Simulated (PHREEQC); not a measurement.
H3PO4 is added in steps, without added water, to 1 kg of water holding 38 mmol/kgw CdCl2, 15 mmol/kgw NaCl and 0.031 mmol/kgw NiCl2, at 25 °C. Oxygen alone is held at its pressure in air (log pO2 = -0.68). No CO2 enters from the air. Solids allowed: Cd(OH)2, Cd3(PO4)2, CdOHCl, Ni(OH)2, Ni3(PO4)2, Halite. Others were left out.

Base run: PHREEQC, ion-association model, wateq4f.dat. Each further column changes one thing. The table gives pH.

| H3PO4 added (mol) | base | Debye-Hückel limiting law | all activity coefficients set to 1 | Davies equation for every ion | metal-ligand complexes left out |
|---|---|---|---|---|---|
| 0 | 5.58 | 5.65 | 5.47 | 5.59 | 5.87 |
| 0.0003375 | 3.56 | 3.62 | 3.49 | 3.58 | ? |
| 0.001012 | 3.11 | 3.17 | 3.05 | 3.13 | 3.12 |
| 0.00135 | 2.99 | 3.05 | 2.94 | 3.01 | ? |
| 0.001687 | 2.91 | 2.96 | 2.85 | 2.93 | 2.92 |
| 0.002363 | 2.78 | 2.83 | 2.73 | 2.80 | 2.79 |
| 0.0027 | 2.73 | 2.78 | 2.68 | 2.75 | 2.74 |
| 0.003037 | 2.69 | 2.74 | 2.64 | 2.70 | 2.69 |
| 0.003713 | 2.62 | 2.66 | 2.57 | 2.63 | 2.62 |
| 0.00405 | 2.58 | 2.63 | 2.54 | 2.60 | 2.59 |
| 0.004387 | 2.56 | 2.60 | 2.52 | 2.57 | 2.56 |
| 0.005063 | 2.51 | 2.55 | 2.47 | 2.52 | 2.51 |
| 0.0054 | 2.48 | 2.53 | 2.45 | 2.50 | ? |

Q: Complete the blanks.

A: 
- 0.0003375, metal-ligand complexes left out: 3.57
- 0.00135, metal-ligand complexes left out: 3.00
- 0.0054, metal-ligand complexes left out: 2.49

H3PO4, which wateq4f.dat lacks, is added to it with the constant of phreeqc.dat. The database has no phosphate complexes of Cd, Ni.
